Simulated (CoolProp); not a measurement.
Normal hydrogen at 369.21 K and 1.56 MPa is throttled through a valve to 0.0425 MPa with no heat exchange. Each further row changes one setting.

Values from CoolProp's reference Helmholtz-energy equation of state, Leachman 2009.

```tsv
case	final density (kg/m³)
as stated	(withheld)
outlet pressure 0.0128 MPa	(withheld)
outlet pressure 0.0553 MPa	(withheld)
```

Q: Some entries are withheld; supply them.

A: 
- as stated, final density (kg/m³): 0.0279
- outlet pressure 0.0128 MPa, final density (kg/m³): 0.00839
- outlet pressure 0.0553 MPa, final density (kg/m³): 0.0362
